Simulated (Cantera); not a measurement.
TiO₂ + Cl₂ + H₂ (chemical vapour transport)

Input: 1 mol TiO₂, 0.18 mol Cl₂, 8.4 mol H₂, equilibrated at 0.100 bar.

Equilibrium computed with Cantera from the NASA thermochemical tables; the gas is ideal and each condensed phase is pure. Candidate condensed phases: H₂O, Ti, TiCl₂, TiCl₃, TiCl₄, TiO, TiO₂, Ti₂O₃, Ti₃O₅, Ti₄O₇; 23 gas species. Mutual solubility and eutectic melting of coexisting phases are not modelled. Condensed phases not in the tables: Magnéli phases beyond Ti₄O₇, TiOCl. Kinetics and transport are ignored.

```csv
T (°C),x H₂,x HCl,x H₂O,x H,x Cl,x TiCl₄,x TiCl₃,n TiO₂(rutile),n Ti₄O₇(s)
727,0.958,0.0419,7.09e-5,7.02e-9,2.86e-10,3.85e-6,5.78e-7,0.998,0.000533
827,0.958,0.0420,0.000302,8.00e-8,3.14e-9,4.04e-7,2.43e-7,0.990,0.00258
927,0.957,0.0420,0.00102,6.10e-7,2.32e-8,6.02e-8,1.15e-7,0.965,0.00872
1027,0.955,0.0420,0.00286,3.42e-6,1.27e-7,1.18e-8,5.91e-8,0.902,0.0245
1127,0.951,0.0420,0.00697,1.50e-5,5.45e-7,2.85e-9,3.28e-8,0.761,0.0598
1227,0.943,0.0420,0.0151,5.41e-5,1.94e-6,8.26e-10,1.94e-8,0.481,0.130
1327,0.929,0.0419,0.0291,0.000166,5.92e-6,2.88e-10,1.25e-8,0,0.250
```
x: gas mole fraction; n: condensed amount in mol.

From 727 °C to 1227 °C the condensed part is TiO₂(rutile) + Ti₄O₇(s). At 1327 °C the condensed part is Ti₄O₇(s). The main Ti-bearing gas is TiCl₄ at 727 °C and TiCl₃ at 1327 °C.
